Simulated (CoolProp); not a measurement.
Vapour-liquid equilibrium of carbon dioxide (1) + carbonyl sulfide (2) at -14.75 °C; x and y are mole fractions of (1).

The numbers come from the multi-fluid Helmholtz-energy mixture model, Span 1996 and Lemmon 2006; pair parameters Bell 2016 in CoolProp.

```json
[
 {"x": "0.05", "bubble pressure, mixture model (MPa)": "0.5726", "bubble pressure, Raoult's law (MPa)": "0.5033", "y, mixture model": "0.300", "y, Raoult's law": "0.229"},
 {"x": "0.125", "bubble pressure, mixture model (MPa)": "0.7912", "bubble pressure, Raoult's law (MPa)": "0.6458", "y, mixture model": "0.511", "y, Raoult's law": "0.447"},
 {"x": "0.2", "bubble pressure, mixture model (MPa)": "0.9807", "bubble pressure, Raoult's law (MPa)": "0.7883", "y, mixture model": "0.622", "y, Raoult's law": "0.586"},
 {"x": "0.275", "bubble pressure, mixture model (MPa)": "1.146", "bubble pressure, Raoult's law (MPa)": "0.9307", "y, mixture model": "0.691", "y, Raoult's law": "0.682"},
 {"x": "0.35", "bubble pressure, mixture model (MPa)": "1.292", "bubble pressure, Raoult's law (MPa)": "1.073", "y, mixture model": "0.740", "y, Raoult's law": "0.753"},
 {"x": "0.425", "bubble pressure, mixture model (MPa)": "1.423", "bubble pressure, Raoult's law (MPa)": "1.216", "y, mixture model": "0.778", "y, Raoult's law": "0.807"},
 {"x": "0.5", "bubble pressure, mixture model (MPa)": "1.544", "bubble pressure, Raoult's law (MPa)": "1.358", "y, mixture model": "0.810", "y, Raoult's law": "0.850"},
 {"x": "0.575", "bubble pressure, mixture model (MPa)": "1.658", "bubble pressure, Raoult's law (MPa)": "1.501", "y, mixture model": "0.838", "y, Raoult's law": "0.884"},
 {"x": "0.65", "bubble pressure, mixture model (MPa)": "1.769", "bubble pressure, Raoult's law (MPa)": "1.643", "y, mixture model": "0.864", "y, Raoult's law": "0.913"},
 {"x": "0.725", "bubble pressure, mixture model (MPa)": "1.879", "bubble pressure, Raoult's law (MPa)": "1.785", "y, mixture model": "0.890", "y, Raoult's law": "0.937"},
 {"x": "0.8", "bubble pressure, mixture model (MPa)": "1.991", "bubble pressure, Raoult's law (MPa)": "1.928", "y, mixture model": "0.917", "y, Raoult's law": "0.958"},
 {"x": "0.875", "bubble pressure, mixture model (MPa)": "2.106", "bubble pressure, Raoult's law (MPa)": "2.070", "y, mixture model": "0.946", "y, Raoult's law": "0.975"},
 {"x": "0.95", "bubble pressure, mixture model (MPa)": "2.226", "bubble pressure, Raoult's law (MPa)": "2.213", "y, mixture model": "0.977", "y, Raoult's law": "0.991"}
]
```

The largest gap from Raoult's law is +24.4 % in bubble pressure, at x = 0.2. No azeotrope shows between x = 0.05 and 0.95.

The pair parameters rest on a limited set of measurements; away from them the model extrapolates.
